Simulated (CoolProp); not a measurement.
Ethane at 298.15 K and 2.19 MPa flows at 14 m/s in a round tube of 4.6 mm bore and 45 µm roughness, fully developed (64/Re and Nu = 3.66 if laminar; Colebrook and Gnielinski if turbulent). Each further row changes one setting.

Model: reference Helmholtz-energy equation of state, Bücker 2006, in CoolProp.

```json
[
 {"case": "as stated", "Reynolds number": "…", "Darcy friction factor": "…", "pressure drop (Pa/m)": "26500", "heat-transfer coefficient (W/(m² K))": "…", "mass flow (kg/h)": "27.4"},
 {"case": "velocity 28 m/s", "Reynolds number": "417000", "Darcy friction factor": "…", "pressure drop (Pa/m)": "…", "heat-transfer coefficient (W/(m² K))": "…", "mass flow (kg/h)": "54.9"},
 {"case": "diameter 9.2 mm", "Reynolds number": "417000", "Darcy friction factor": "0.0304", "pressure drop (Pa/m)": "…", "heat-transfer coefficient (W/(m² K))": "…", "mass flow (kg/h)": "110"}
]
```

Task: Complete the blanks.

Result: 
- as stated, Reynolds number: 208000
- as stated, Darcy friction factor: 0.0379
- as stated, heat-transfer coefficient (W/(m² K)): 4980
- velocity 28 m/s, Darcy friction factor: 0.0378
- velocity 28 m/s, pressure drop (Pa/m): 105000
- velocity 28 m/s, heat-transfer coefficient (W/(m² K)): 9950
- diameter 9.2 mm, pressure drop (Pa/m): 10600
- diameter 9.2 mm, heat-transfer coefficient (W/(m² K)): 3990

Viscosity comes from a separate model (Friend 1991). Thermal conductivity comes from a separate model (Friend 1991).
